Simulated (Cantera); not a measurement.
An isothermal plug-flow reactor at 875 K and 533 Torr (inlet), inlet velocity 1.4 m/s, active area per volume 2100 1/m; feed 3.31 % CH₄, 1.53 % O₂, 93.3 % N₂, 1.89 % H₂O, equivalence ratio 4.3.

Model: Deutschmann's 1995 Pt surface mechanism with GRI-Mech 3.0 gas chemistry, integrated in Cantera. Catalytic surfaces can have several steady states; this one follows from the mechanism file's or the stated starting coverage. Mass transfer to the wall is taken as infinitely fast.

Q: Predict: x(CH₄) at z = 0.092 m; x(O₂) at z = 0.092 m; x(H₂O) at z = 0.092 m; x(CO₂) at z = 0.092 m; x(CO) at z = 0.092 m; θ(free Pt) at the exit; θ(C*) at the exit.

A: 
```json
{
  "x(CH₄) at z = 0.092 m": "0.0229",
  "x(O₂) at z = 0.092 m": "0.00185",
  "x(H₂O) at z = 0.092 m": "0.0355",
  "x(CO₂) at z = 0.092 m": "0.000147",
  "x(CO) at z = 0.092 m": "0.00979",
  "θ(free Pt) at the exit": "0.0144",
  "θ(C*) at the exit": "0.984"
}
```
